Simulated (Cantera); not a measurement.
Charge: 1 mol SiC, 0.48 mol Si, 0.055 mol H₂, equilibrated at 1925 K and 1 atm.

Cantera equilibrium calculation (NASA polynomials, part measured and part estimated; ideal gas, pure solids and liquids). Candidate condensed phases: C, C₆H₆, C₇H₈, C₈H₁₈, Si, SiC; 87 gas species. Mutual solubility and eutectic melting of coexisting phases are not modelled. Gases not in the tables: Si₂H₆ and higher silanes. Rates play no part.

Base state: H₂ 0.999, H 0.000949, SiH₂ 6.81e-5, CH₄ 2.17e-5, Si 1.72e-5, SiH 1.41e-5 (mole fractions); condensed: Si(l) + SiC(s).

**Question.** What changes in the equilibrium state with this change: SiC replaced by Si₃N₄?

**Answer.** 
```
species          before     after
-------------  --------  --------
H₂                0.999     0.941
N₂                    0    0.0583
H              0.000949  0.000921
SiH₂            6.81e-5   6.41e-5
CH₄             2.17e-5         0
SiH             1.41e-5   1.37e-5
Si              1.72e-5   1.72e-5
Si(l), mol        0.480     0.485
SiC(s), mol       1.000         0
Si₃N₄(s), mol         0     0.998
```
Further candidate phases: Si₃N₄.

**Question.** What changes in the equilibrium state with this change: pressure from 1 atm to 0.230 bar?

**Answer.** 
| species | before | after |
|---|---|---|
| H₂ | 0.999 | 0.998 |
| H | 0.000949 | 0.00199 |
| Si | 1.72e-5 | 7.57e-5 |
| CH₄ | 2.17e-5 | 4.92e-6 |
| SiH | 1.41e-5 | 2.95e-5 |
| SiH₂ | 6.81e-5 | 6.80e-5 |
| Si(l), mol | 0.480 | 0.480 |
| SiC(s), mol | 1.000 | 1.00 |
